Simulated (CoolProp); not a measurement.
Saturated liquid density (kg/m³) of n-dodecane: the reference equation beside estimates from Tc = 658.1 K, pc = 1818 kPa, ω = 0.574. Rackett uses Z = 0.29056 − 0.08775 ω.

Values from CoolProp's reference Helmholtz-energy equation of state, Lemmon 2004. It is a short technical equation, of lower accuracy than the large ones.

```csv
T (K),reference,Rackett,van der Waals,Redlich-Kwong,Soave-Redlich-Kwong,Peng-Robinson
436.1,640.5,670.3,333.1,486.2,526.7,594.2
456.9,623.0,651.2,324.6,471.1,513.1,579.6
477.7,604.7,631.1,315.5,454.9,[?],563.3
498.5,585.5,610.1,305.8,437.6,481.5,545.1
519.2,565.0,587.9,295.4,419.0,463.1,524.7
540,542.7,564.1,284.2,398.7,442.2,501.5
560.8,518.2,538.2,271.8,376.3,418.5,474.7
581.6,490.7,[?],257.9,351.4,391.0,443.4
602.3,459.0,476.7,242.1,323.1,[?],406.1
```

Question: Complete the blanks.

Answer: 
- 477.7, Soave-Redlich-Kwong: 498.1
- 581.6, Rackett: 509.4
- 602.3, Soave-Redlich-Kwong: 358.6

Absolute difference from the reference over all 9 rows, mean and median: Rackett 4.1 and 4.1 %, van der Waals 47.7 and 47.7 %, Redlich-Kwong 26.3 and 25.8 %, Soave-Redlich-Kwong 18.8 and 18.0 %, Peng-Robinson 8.0 and 7.2 %.
